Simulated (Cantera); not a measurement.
A perfectly stirred reactor is fed with CH₄ : H₂ : O₂ : N₂ = 1 : 1.2 : 4.26 : 13.6 (molar parts), at 7500 Torr; it is adiabatic with a 398 K inlet, and is followed from long to short residence time, starting on the burning branch (τ in s: 0.44, 0.17, 0.064, 0.024, 0.0092, 0.0035, 0.0013, 0.0005, 0.00019, 7.3e-05, 2.8e-05, 1e-05).

Detailed kinetics in Cantera: GRI-Mech 3.0 (53 species, 325 reactions).

### Question
What does this change do: 0.32 parts CO2 added?

### Answer
| quantity | before | after |
|---|---|---|
| blow-out, bracketed by the residence times tried | burning at 73.0 µs, out at 28.0 µs | burning at 73.0 µs, out at 28.0 µs |
| x(CH₄) at τ = 0.440 s | 3.01e-7 | 3.69e-7 |
| x(H₂) at τ = 0.440 s | 3.61e-5 | 2.79e-5 |
| x(O₂) at τ = 0.440 s | 0.0847 | 0.0835 |
| x(NO₂) at τ = 0.440 s | 2.51e-6 | 1.57e-6 |
| x(H₂O) at τ = 0.440 s | 0.164 | 0.161 |
| x(CH₄) at τ = 1.30 ms | 4.83e-5 | 5.41e-5 |
| x(H₂) at τ = 1.30 ms | 0.000264 | 0.000264 |
| x(O₂) at τ = 1.30 ms | 0.0854 | 0.0842 |
| x(NO₂) at τ = 1.30 ms | 1.09e-7 | 9.45e-8 |
| x(H₂O) at τ = 1.30 ms | 0.163 | 0.160 |

### Question
What does this change do: inlet temperature 398 to 550 K?

### Answer
```tsv
quantity	before	after
blow-out, bracketed by the residence times tried	burning at 73.0 µs, out at 28.0 µs	burning at 28.0 µs, out at 10.0 µs
x(CH₄) at τ = 0.440 s	3.01e-7	1.53e-7
x(H₂) at τ = 0.440 s	3.61e-5	8.20e-5
x(O₂) at τ = 0.440 s	0.0847	0.0836
x(NO₂) at τ = 0.440 s	2.51e-6	8.12e-6
x(H₂O) at τ = 0.440 s	0.164	0.163
x(CH₄) at τ = 1.30 ms	4.83e-5	3.21e-5
x(H₂) at τ = 1.30 ms	0.000264	0.000282
x(O₂) at τ = 1.30 ms	0.0854	0.0851
x(NO₂) at τ = 1.30 ms	1.09e-7	1.91e-7
x(H₂O) at τ = 1.30 ms	0.163	0.163
```
